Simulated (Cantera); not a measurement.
Ammonia decomposition in nitride growth gas

An isothermal, constant-pressure homogeneous reactor starts with 71.9 % NH₃, 28.1 % N₂, at 2100 K and 10.00 Torr.

Computed with Cantera and the gas-phase N/H chemistry of the illustrative SiF4/NH3 mechanism in the Surface Chemkin manual (1991). Walls and surfaces, which speed up NH3 decomposition in real reactors, are not modelled.

```
t (s)       x NH₃       x N      x NH    x N₂H₂     x NH₂
--------  -------  --------  --------  --------  --------
4.00e-6     0.719    <1e-12  3.74e-12    <1e-12   1.59e-6
1.35e-5     0.719    <1e-12  9.43e-11  6.40e-12   6.69e-6
4.56e-5     0.719    <1e-12   1.58e-9  2.66e-10   2.51e-5
0.000154    0.719  9.76e-12   2.60e-8   6.71e-9   8.71e-5
0.000520    0.719  5.20e-10   4.62e-7   1.15e-7  0.000295
0.00175     0.718   1.05e-8   5.04e-6   1.77e-6  0.000975
0.00592     0.713   9.71e-8   1.99e-5   1.29e-5   0.00240
0.0200      0.687   4.84e-7   2.86e-5   1.59e-5   0.00249
0.0675      0.609   1.48e-6   3.62e-5   1.31e-5   0.00206
0.228       0.418   2.67e-6   3.83e-5   7.57e-6   0.00146
0.770       0.151   3.14e-6   2.84e-5   2.01e-6  0.000697
2.60       0.0123   2.86e-6   1.13e-5   1.07e-7  0.000122
8.77      3.42e-6   4.58e-7   2.17e-7  2.22e-12   2.79e-7
29.6      1.39e-7   3.92e-8   1.45e-8    <1e-12   1.45e-8
100       6.73e-8   1.90e-8   7.04e-9    <1e-12   7.04e-9
```
x: mole fraction; the columns are a selection and need not sum to one.

Equilibrium at this temperature and pressure: NH₃ 6.60e-8, N 1.87e-8, NH 6.90e-9, N₂H₂ <1e-12, NH₂ 6.91e-9 (gas phase only).
